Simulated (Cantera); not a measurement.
**Thermodynamics of carbon deposition, reforming and gasification, feed C2H2 + H2O + H2**

A closed system holds: 1 mol C2H2, 0.85 mol H2O, 70 mol H2, equilibrated at 1 atm.

Cantera equilibrium calculation (NASA polynomials, part measured and part estimated; ideal gas, pure solids and liquids). Candidate condensed phases: C, C6H6, C7H8, C8H18, H2O; 110 gas species. Kinetics and transport are ignored.

```
T (K)   x H2     x H    x CO  x C2H2 (acetylene)     x CH4    x CH3   x C4H2  n C(graphite)
-----  -----  ------  ------  ------------------  --------  -------  -------  -------------
2373   0.969  0.0137  0.0116             0.00596  0.000177  4.62e-5  1.51e-5          0.255
2398   0.966  0.0154  0.0116             0.00667  0.000169  4.94e-5  1.90e-5          0.148
2423   0.963  0.0173  0.0116             0.00745  0.000161  5.27e-5  2.38e-5         0.0306
2448   0.961  0.0194  0.0116             0.00766  0.000147  5.39e-5  2.51e-5              0
2473   0.959  0.0217  0.0116             0.00765  0.000133  5.44e-5  2.52e-5              0
2498   0.956  0.0242  0.0116             0.00765  0.000120  5.48e-5  2.52e-5              0
2523   0.954  0.0270  0.0115             0.00764  0.000109  5.53e-5  2.53e-5              0
```
x: gas mole fraction; n: condensed amount in mol.

From 2373 K to 2423 K the condensed part is C(graphite). From 2448 K to 2523 K nothing is condensed. The main C-bearing gas is C2H2 (acetylene) throughout.
